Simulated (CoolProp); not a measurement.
A single-stage vapour-compression cycle with the fluid: evaporating at 232.15 K (dew point), condensing at 290.15 K (bubble point), superheat 5 K, subcooling 2 K, compressor efficiency 0.65, no pressure losses. The same conditions are run with several fluids, on thermodynamics alone (safety and materials aside).

Computed with CoolProp (reference Helmholtz-energy equation of state of each fluid (nitrous oxide: Lemmon 2006; ammonia: Gao 2020; carbonyl sulfide: Lemmon 2006; R142b: Lemmon 2006; R407C: Lemmon 2003; R507A: Lemmon 2003)). Blends and air are pseudo-pure fits.

```tsv
fluid	cooling COP	pressure ratio	discharge temperature (K)	refrigerating effect (kJ/kg)	volumetric capacity (kJ/m³)
nitrous oxide	1.68	5.21	387.0	201	4580
ammonia	2.00	11.5	496.1	1150	686
carbonyl sulfide	2.06	6.87	405.2	236	1130
R142b	2.12	11.6	342.5	175	204
R407C	1.77	11.7	362.2	169	622
R507A	1.91	7.79	325.6	122	856
```
